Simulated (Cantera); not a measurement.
Input (Python, Cantera):

```python
import numpy as np
import cantera as ct

gas = ct.Solution("gri30.yaml")
gas.TPX = 1450, 3300, {'C2H6': 1, 'N2': 170}
reactor = ct.IdealGasConstPressureReactor(gas, energy="off", clone=False)
net = ct.ReactorNet([reactor])
net.rtol, net.atol = 1e-08, 1e-18
show = ['C2H6', 'H', 'C2H4', 'CH3', 'HCN', 'C2H2', 'CH4']
times = np.geomspace(0.0008, 50, 13)

steps = ct.SolutionArray(gas, extra=["t"])
rows = []
print(f"{'t/s':>10s}{'T/K':>9s}{'P/Pa':>11s}" + "".join(f"{s:>11s}" for s in show))
for t in times:
    while net.time < t:
        t_next = net.step()
        steps.append(gas.state, t=t_next)
    rows.append([np.interp(t, steps.t, y) for y in (steps.T, steps.P, *steps(*show).X.T)])
    print(f"{t:10.3e}{rows[-1][0]:9.1f}{rows[-1][1]:11.4g}" + "".join(f"{x:11.3e}" for x in rows[-1][2:]))
rate = np.gradient(steps.T, steps.t)
print("integrator steps:", len(steps.t))
if steps.T.max() > steps.T[0] + 200:
    print(f"time of steepest temperature rise: {steps.t[rate.argmax()]:.4e} s")
gas.TPX = 1450, 3300, {'C2H6': 1, 'N2': 170}
gas.equilibrate("TP")
print(f"equilibrium (TP): T = {gas.T:.1f} K  " + "  ".join(f"{s} {gas[s].X[0]:.3e}" for s in show))
```

Output:

```
       t/s      T/K       P/Pa       C2H6          H       C2H4        CH3        HCN       C2H2        CH4
 8.000e-04   1450.0       3300  5.610e-03  1.065e-05  4.372e-05  3.578e-04  1.002e-09  4.375e-08  1.235e-05
 2.008e-03   1450.0       3300  4.906e-03  4.473e-05  4.995e-04  7.351e-04  1.096e-07  6.368e-06  7.159e-05
 5.040e-03   1450.0       3300  2.753e-03  8.368e-05  2.208e-03  9.397e-04  7.617e-07  1.868e-04  3.510e-04
 1.265e-02   1450.0       3300  4.460e-04  1.027e-04  3.220e-03  4.614e-04  1.987e-06  1.451e-03  8.946e-04
 3.175e-02   1450.0       3300  2.046e-05  5.666e-05  1.775e-03  1.307e-04  2.792e-06  3.429e-03  1.006e-03
 7.968e-02   1450.0       3300  3.396e-06  2.634e-05  7.453e-04  5.302e-05  2.964e-06  4.526e-03  9.747e-04
 2.000e-01   1450.0       3300  1.064e-06  1.402e-05  2.401e-04  2.654e-05  3.009e-06  5.056e-03  9.499e-04
 5.020e-01   1450.0       3300  3.838e-07  8.026e-06  4.927e-05  1.469e-05  3.027e-06  5.263e-03  9.300e-04
 1.260e+00   1450.0       3300  1.656e-07  5.151e-06  7.266e-06  9.206e-06  3.035e-06  5.317e-03  9.108e-04
 3.162e+00   1450.0       3300  1.097e-07  4.273e-06  3.290e-06  7.382e-06  3.043e-06  5.335e-03  8.832e-04
 7.937e+00   1450.0       3300  9.425e-08  4.270e-06  2.910e-06  6.845e-06  3.058e-06  5.364e-03  8.260e-04
 1.992e+01   1450.0       3300  7.125e-08  4.417e-06  2.414e-06  5.970e-06  3.092e-06  5.423e-03  7.079e-04
 5.000e+01   1450.0       3300  3.949e-08  4.688e-06  1.756e-06  4.470e-06  3.166e-06  5.521e-03  5.128e-04
integrator steps: 1157
equilibrium (TP): T = 1450.0 K  C2H6 4.482e-13  H 5.635e-06  C2H4 9.180e-08  CH3 1.343e-08  HCN 1.054e-02  C2H2 5.091e-04  CH4 1.368e-06
```

Model: GRI-Mech 3.0 (53 species, 325 reactions), integrated in Cantera. GRI-Mech 3.0 stops at C3 and has no aromatics, soot or wall deposition, so with more carbon than oxygen in the feed, carbon stays in small species such as C2H2 where larger ones or solid carbon would form. Radical loss at walls, strong at low pressure, is not modelled.
